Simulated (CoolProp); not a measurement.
Vapour-liquid equilibrium of acetone (1) + n-hexane (2) at 0.0275 MPa; x and y are mole fractions of (1).

Model: multi-fluid Helmholtz-energy mixture model, Lemmon 2006 and Thol 2019; pair parameters Bell 2016, in CoolProp.

Question: Give the bubble temperature and the first vapour's composition at x = 0.2, 0.35, 0.5. Is there an azeotrope?

Answer: x = 0.2: 18.0 °C, y = 0.532; x = 0.35: 16.5 °C, y = 0.587; x = 0.5: 16.2 °C, y = 0.603. y crosses x between x = 0.5 and 0.65: the model has an azeotrope there.

The pair parameters rest on a limited set of measurements; away from them the model extrapolates.
